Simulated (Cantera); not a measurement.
Input: 1 mol BF₃, 87 mol H₂, 0.81 mol N₂, 0.26 mol O₂, held at 1623.15 K and 0.133 bar.

Equilibrium computed with Cantera from the NASA thermochemical tables; the gas is ideal and each condensed phase is pure. Candidate condensed phases: B, BN, B₂O₃, B₃O₃H₃, H₂O; 62 gas species. The tables' values for BF₂ are old estimates; treat these amounts as uncertain. Equilibrium is a limit: real reactors are often held back by kinetics, nucleation or transport.

Base state: H₂ 0.967, HF 0.0126, N₂ 0.00907, BOF 0.00557, BF₃ 0.00458, BHF₂ 0.000565, BF₂ 0.000264, H 0.000186 (mole fractions); condensed: gas only.

Question: What changes in the equilibrium state with this change: temperature from 1623.15 K to 898 K?

Answer: 
| species | before | after |
|---|---|---|
| H₂ | 0.967 | 0.973 |
| N₂ | 0.00907 | 0.00911 |
| BF₃ | 0.00458 | 0.00873 |
| HF | 0.0126 | 0.00524 |
| BOF | 0.00557 | 2.90e-6 |
| BF₂ | 0.000264 | <1e-9 |
| H | 0.000186 | <1e-9 |
| HBO | 0.000171 | <1e-9 |
| BF | 2.74e-5 | <1e-9 |
| B₃O₃F₃ | 3.09e-8 | 0.000772 |
| B₂O₃(l), mol | 0 | 0.00847 |
Gases not in the tables: H₃BO₃.

Question: What changes in the equilibrium state with this change: temperature from 1623.15 K to 1048 K?

Answer: 
```tsv
species	before	after
H₂	0.967	0.973
N₂	0.00907	0.00911
BF₃	0.00458	0.00801
HF	0.0126	0.00686
BOF	0.00557	0.000104
B₃O₃F₃	3.09e-8	0.000903
BF	2.74e-5	<1e-9
BF₂	0.000264	1.48e-8
B₂O₃(l), mol	0	0.0175
```
Gases not in the tables: H₃BO₃.
